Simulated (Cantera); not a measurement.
A perfectly stirred reactor is fed with CO : H2 : O2 : N2 = 1 : 0.69 : 0.971 : 3.65 (molar parts), at 548 Torr; it is adiabatic with a 800 K inlet, and is followed from long to short residence time, starting on the burning branch (τ in s: 0.17, 0.051, 0.015, 0.0047, 0.0014, 0.00042, 0.00013, 3.8e-05, 1.2e-05).

Detailed kinetics in Cantera: GRI-Mech 3.0 (53 species, 325 reactions).

**Question.** What does this change do: 0.086 parts CO2 added?

**Answer.** 
| quantity | before | after |
|---|---|---|
| blow-out, bracketed by the residence times tried | burning at 38.0 µs, out at 12.0 µs | burning at 38.0 µs, out at 12.0 µs |
| x(CO) at τ = 0.170 s | 0.0329 | 0.0321 |
| x(H2) at τ = 0.170 s | 0.00415 | 0.00372 |
| x(O2) at τ = 0.170 s | 0.0337 | 0.0333 |
| x(NO) at τ = 0.170 s | 0.00748 | 0.00694 |
| x(NO2) at τ = 0.170 s | 2.27e-6 | 2.14e-6 |
| x(CO) at τ = 1.40 ms | 0.0572 | 0.0583 |
| x(H2) at τ = 1.40 ms | 0.00907 | 0.00859 |
| x(O2) at τ = 1.40 ms | 0.0487 | 0.0490 |
| x(NO) at τ = 1.40 ms | 0.000315 | 0.000247 |
| x(NO2) at τ = 1.40 ms | 4.88e-8 | 3.93e-8 |

**Question.** What does this change do: inlet temperature 800 to 675 K?

**Answer.** 
```tsv
quantity	before	after
blow-out, bracketed by the residence times tried	burning at 38.0 µs, out at 12.0 µs	burning at 38.0 µs, out at 12.0 µs
x(CO) at τ = 0.170 s	0.0329	0.0276
x(H2) at τ = 0.170 s	0.00415	0.00348
x(O2) at τ = 0.170 s	0.0337	0.0319
x(NO) at τ = 0.170 s	0.00748	0.00640
x(NO2) at τ = 0.170 s	2.27e-6	1.98e-6
x(CO) at τ = 1.40 ms	0.0572	0.0542
x(H2) at τ = 1.40 ms	0.00907	0.00881
x(O2) at τ = 1.40 ms	0.0487	0.0478
x(NO) at τ = 1.40 ms	0.000315	0.000207
x(NO2) at τ = 1.40 ms	4.88e-8	3.19e-8
```
